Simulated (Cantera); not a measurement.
Input (Python, Cantera) and output of one run.

```python
import numpy as np
import cantera as ct

gas_names = """
    CL CL2 H HCL H2 Si SiCL SiCL2 SiCL3 SiCL4 SiH SiHCL3 SiH2 SiH2CL2 SiH3 SiH3CL SiH4 Si2 Si3
""".split()
cond_names = """
    Si(cr) Si(L)
""".split()


# ... load() reads the species with a 1 bar reference pressure and builds the phases ...
atoms = {
    'SiCl4': {'Si': 1, 'CL': 4},
    'HCl': {'H': 1, 'CL': 1},
    'H2': {'H': 2},
}
top_T = {}  # K; cautious upper limits of use, not melting points


# ... equilibrate(T, P, feed) seeds the gas with the atoms and calls Mixture.equilibrate('TP', solver="vcs", rtol=1e-11, max_steps=5000) ...
results = []
feed = {'SiCl4': 1, 'HCl': 2.6, 'H2': 7.5}  # mol
T = 1625  # K
P = 110000  # Pa
mix = equilibrate(T, P, feed)
results.append((T, P, feed, dict(zip(mix.species_names, mix.species_moles))))
print(gas.report(threshold=0.001))
for i in range(1, mix.n_phases):
    print(f"{mix.phase(i).name:16s} {mix.phase_moles(i):12.5e} mol")
```

Result:

```
       temperature   1625 K
          pressure   1.1e+05 Pa
           density   0.19575 kg/m^3
  mean mol. weight   24.043 kg/kmol
   phase of matter   gas

                          1 kg             1 kmol
                     ---------------   ---------------
          enthalpy       -6.6435e+05       -1.5973e+07  J
   internal energy       -1.2263e+06       -2.9484e+07  J
           entropy            9539.9        2.2937e+05  J/K
    Gibbs function       -1.6167e+07        -3.887e+08  J
 heat capacity c_p            1558.6             37475  J/K
 heat capacity c_v            1212.8             29160  J/K

                      mass frac. Y      mole frac. X     chem. pot. / RT
                     ---------------   ---------------   ---------------
               HCL           0.48969           0.32294           -33.514
                H2          0.049559           0.59106            -19.27
             SiCL2           0.15048          0.036551           -55.373
             SiCL3             0.107          0.019137           -79.253
             SiCL4           0.16446          0.023276           -103.13
            SiHCL3          0.037411          0.006641           -88.888
     [  +13 minor]         0.0013954        0.00039999

Si(cr)            0.00000e+00 mol
```

Equilibrium computed with Cantera from the NASA thermochemical tables; the gas is ideal and each condensed phase is pure. The tables' values for SiCl3 are old estimates; treat these amounts as uncertain.
